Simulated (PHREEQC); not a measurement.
Solution (25 °C): 2.3 mmol/kgw CaSO4, 0.005 mmol/kgw CO2 and 0.11 mmol/kgw MgSO4. Closed to the air; pH follows from the charge balance.

All values are PHREEQC results (ion-association model, phreeqc.dat), not measurements.

This is a speciation only: nothing precipitates in the calculation.

Problem. Order these C species by the share of C that they hold, largest first: CaHCO3+, CO2, HCO3-.

Solution. CO2 (71 %), HCO3- (29 %), CaHCO3+ (0.50 %)

Problem. Order these S species by the share of S that they hold, largest first: MgSO4, CaSO4, SO4-2.

Solution. SO4-2 (85 %), CaSO4 (14 %), MgSO4 (0.85 %)

The pH is 5.92 and the ionic strength 0.00820 mol/kgw. Species that the database lacks are ignored.
